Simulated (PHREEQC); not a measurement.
Solution (25 °C): 1.1 mmol/kgw CaSO4, 1.7 mmol/kgw NaF and 0.11 mmol/kgw KCl. Closed to the air; pH follows from the charge balance.

The numbers come from PHREEQC with the ion-association model, phreeqc.dat.

```tsv
quantity	before	after
pH	7.25	5.07
ionic strength (mol/kgw)	0.00582	0.00583
Ca+2 (mol/kgw)	0.00101	0.00101
CaOH+ (mol/kgw)	2.34e-9	1.53e-11
SI of Sylvite (KCl)	-8.89	-8.89
```

Question: What was changed between the two runs?
(A) 0.00049 mol/kgw Cd(NO3)2 added
(B) diluted 100-fold with water
(C) CaSO4 from 0.0011 to 0.00099 mol/kgw
(D) 3e-05 mol/kgw HBr added
(E) CaSO4 replaced by Ca(NO3)2 at the same molality

Answer: D, 3e-05 mol/kgw HBr added

This is a speciation only: nothing precipitates in the calculation. Some of these states are supersaturated (in Fluorite, for instance).
